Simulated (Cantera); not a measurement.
# LiOH + H2 + O2 (calcination and drying)

Feed: 1 mol LiOH, 0.082 mol H2, 12 mol O2, at 0.00820 bar.

Cantera equilibrium calculation (NASA polynomials, part measured and part estimated; ideal gas, pure solids and liquids). Candidate condensed phases: H2O, Li, LiH, LiOH, Li2O; 17 gas species. Condensed phases not in the tables: the peroxide. Equilibrium is a limit: real reactors are often held back by kinetics, nucleation or transport.

From 652 °C to 1252 °C the condensed part is Li2O(s). From 1327 °C to 1627 °C nothing is condensed. The main Li-bearing gas is LiOH throughout.

```json
[
 {"T (°C)": "652", "log p O2": "-2.11", "log p LiOH": "-7.15", "log p H2O": "-3.42", "log p Li": "<-14", "log p O": "-11.93", "n Li2O(s)": "0.500"},
 {"T (°C)": "727", "log p O2": "-2.11", "log p LiOH": "-6.38", "log p H2O": "-3.42", "log p Li": "<-14", "log p O": "-10.86", "n Li2O(s)": "0.500"},
 {"T (°C)": "802", "log p O2": "-2.11", "log p LiOH": "-5.70", "log p H2O": "-3.42", "log p Li": "-12.97", "log p O": "-9.94", "n Li2O(s)": "0.498"},
 {"T (°C)": "877", "log p O2": "-2.11", "log p LiOH": "-5.13", "log p H2O": "-3.42", "log p Li": "-11.54", "log p O": "-9.13", "n Li2O(s)": "0.494"},
 {"T (°C)": "952", "log p O2": "-2.11", "log p LiOH": "-4.63", "log p H2O": "-3.43", "log p Li": "-10.29", "log p O": "-8.43", "n Li2O(s)": "0.482"},
 {"T (°C)": "1027", "log p O2": "-2.11", "log p LiOH": "-4.20", "log p H2O": "-3.46", "log p Li": "-9.18", "log p O": "-7.81", "n Li2O(s)": "0.451"},
 {"T (°C)": "1102", "log p O2": "-2.11", "log p LiOH": "-3.83", "log p H2O": "-3.52", "log p Li": "-8.20", "log p O": "-7.25", "n Li2O(s)": "0.386"},
 {"T (°C)": "1177", "log p O2": "-2.11", "log p LiOH": "-3.54", "log p H2O": "-3.64", "log p Li": "-7.32", "log p O": "-6.75", "n Li2O(s)": "0.276"},
 {"T (°C)": "1252", "log p O2": "-2.12", "log p LiOH": "-3.34", "log p H2O": "-3.85", "log p Li": "-6.53", "log p O": "-6.31", "n Li2O(s)": "0.133"},
 {"T (°C)": "1327", "log p O2": "-2.12", "log p LiOH": "-3.23", "log p H2O": "-4.17", "log p Li": "-5.83", "log p O": "-5.90", "n Li2O(s)": "0"},
 {"T (°C)": "1402", "log p O2": "-2.12", "log p LiOH": "-3.23", "log p H2O": "-4.16", "log p Li": "-5.45", "log p O": "-5.53", "n Li2O(s)": "0"},
 {"T (°C)": "1477", "log p O2": "-2.12", "log p LiOH": "-3.24", "log p H2O": "-4.14", "log p Li": "-5.11", "log p O": "-5.19", "n Li2O(s)": "0"},
 {"T (°C)": "1552", "log p O2": "-2.13", "log p LiOH": "-3.25", "log p H2O": "-4.12", "log p Li": "-4.80", "log p O": "-4.88", "n Li2O(s)": "0"},
 {"T (°C)": "1627", "log p O2": "-2.13", "log p LiOH": "-3.26", "log p H2O": "-4.09", "log p Li": "-4.53", "log p O": "-4.59", "n Li2O(s)": "0"}
]
```
log p: log10 of the partial pressure in bar; n: condensed amount in mol.
